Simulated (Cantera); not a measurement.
An isothermal, constant-pressure homogeneous reactor starts with CH4 : CO2 : H2 = 1 : 0.55 : 0.019 (molar parts), at 1750 K and 100.0 Torr.

Model: GRI-Mech 3.0 (53 species, 325 reactions), integrated in Cantera. GRI-Mech 3.0 stops at C3 and has no aromatics, soot or wall deposition, so with more carbon than oxygen in the feed, carbon stays in small species such as C2H2 where larger ones or solid carbon would form.

**Question.** Predict: x(CH4) at 1.00 s; x(CO2) at 1.00 s; x(H2) at 1.00 s; x(H) at 1.00 s; x(CH2CO) at 1.00 s; x(HCO) at 1.00 s.

**Answer.** 
| Property | Value |
|---|---|
| x(CH4) at 1.00 s | 0.0106 (gas-phase equilibrium 0.00131) |
| x(CO2) at 1.00 s | 0.00927 (gas-phase equilibrium 5.08e-8) |
| x(H2) at 1.00 s | 0.514 (gas-phase equilibrium 0.573) |
| x(H) at 1.00 s | 0.000466 (gas-phase equilibrium 0.000486) |
| x(CH2CO) at 1.00 s | 1.76e-5 (gas-phase equilibrium 8.43e-8) |
| x(HCO) at 1.00 s | 1.48e-8 (gas-phase equilibrium 1.56e-8) |
